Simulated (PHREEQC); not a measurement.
## Alkaline etch or developer

Make-up at 70 °C: 0.17 mol/kgw KOH and 0.0011 mol/kgw K2CO3. Closed to the air; pH follows from the charge balance.

All values are PHREEQC results (ion-association model, wateq4f.dat), not measurements.

- pH: 11.89
- ionic strength: 0.173 mol/kgw
- activity of water: 0.994
- total alkalinity: 172 meq/kg

| species | molality | activity | log γ |
|---|---|---|---|
| K+ | 0.172 | 0.121 | -0.153 |
| OH- | 0.170 | 0.119 | -0.156 |
| CO3-2 | 0.00109 | 0.000323 | -0.529 |
| HCO3- | 7.59e-6 | 5.60e-6 | -0.132 |

This is a speciation only: nothing precipitates in the calculation. Away from 25 °C the constants follow the database's enthalpies or fits; those with neither stay at their 25 °C values.
